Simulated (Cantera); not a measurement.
Cantera run:

```python
import numpy as np
import cantera as ct

gas_names = """
    NO2 N2O N O2
""".split()
cond_names = """
    V(cr) V(L) V2O3(s) V2O3(L) V2O4(I) V2O4(II) V2O4(L) VN(s)
""".split()


# ... load() reads the species with a 1 bar reference pressure and builds the phases ...
species = {s.name: s for s in load("nasa_gas.yaml", gas_names) + load("nasa_condensed.yaml", cond_names)}
# Each term lists the table entries of one substance; the one whose range holds T is used.
reactions = {
    '2 NO2(g) + 2 V = N2O(g) + V2O3':
        [(-2, ['NO2']), (-2, ['V(cr)', 'V(L)']), (1, ['N2O']), (1, ['V2O3(s)', 'V2O3(L)'])],
    '2 N(g) + V2O4 = 2 VN + 2 O2(g)':
        [(-2, ['N']), (-1, ['V2O4(I)', 'V2O4(II)', 'V2O4(L)']), (2, ['VN(s)']), (2, ['O2'])],
}


def pick(names, T):
    return next(species[n] for n in names if species[n].thermo.min_temp <= T <= species[n].thermo.max_temp)


results = []
for label, terms in reactions.items():
    print(label)
    print("     T/K   dH/kJ  dS/(J/K)   dG/kJ   log10 K")
    for T in [1800, 1825, 1850, 1875, 1900, 1925, 1950, 1975, 2000, 2025, 2050]:
        used = [(nu, pick(names, T)) for nu, names in terms]
        dH = sum(nu * s.thermo.h(T) for nu, s in used) / 1e6
        dS = sum(nu * s.thermo.s(T) for nu, s in used) / 1e3
        dG = dH - T * dS / 1e3
        logK = -dG * 1e6 / (ct.gas_constant * T * np.log(10))
        results.append((label, T, dH, dS, dG, logK, [s.name for _, s in used]))
        print(f"{T:8g} {dH:8.1f} {dS:8.1f} {dG:8.1f} {logK:8.2f}")
```

Output:

```
2 NO2(g) + 2 V = N2O(g) + V2O3
     T/K   dH/kJ  dS/(J/K)   dG/kJ   log10 K
    1800  -1163.1   -170.7   -855.9    24.84
    1825  -1162.3   -170.3   -851.6    24.37
    1850  -1161.5   -169.8   -847.3    23.92
    1875  -1160.7   -169.4   -843.1    23.49
    1900  -1159.9   -169.0   -838.9    23.06
    1925  -1159.1   -168.6   -834.7    22.65
    1950  -1158.3   -168.1   -830.4    22.24
    1975  -1157.5   -167.7   -826.2    21.85
    2000  -1156.7   -167.3   -822.1    21.47
    2025  -1155.9   -166.9   -817.9    21.10
    2050  -1155.1   -166.5   -813.7    20.73
2 N(g) + V2O4 = 2 VN + 2 O2(g)
     T/K   dH/kJ  dS/(J/K)   dG/kJ   log10 K
    1800      0.9      0.8     -0.6     0.02
    1825   -112.0    -61.3     -0.1     0.00
    1850   -113.3    -62.0      1.4    -0.04
    1875   -114.7    -62.7      3.0    -0.08
    1900   -116.0    -63.5      4.5    -0.12
    1925   -117.4    -64.2      6.1    -0.17
    1950   -118.7    -64.8      7.7    -0.21
    1975   -120.0    -65.5      9.4    -0.25
    2000   -121.3    -66.2     11.0    -0.29
    2025   -122.6    -66.8     12.7    -0.33
    2050   -123.8    -67.4     14.4    -0.37
```

Cantera with NASA thermochemical tables; ideal gases at 1 bar, condensed phases pure. VN: taken at fixed stoichiometry. Condensed species are held in their standard states even where they would react or evaporate.
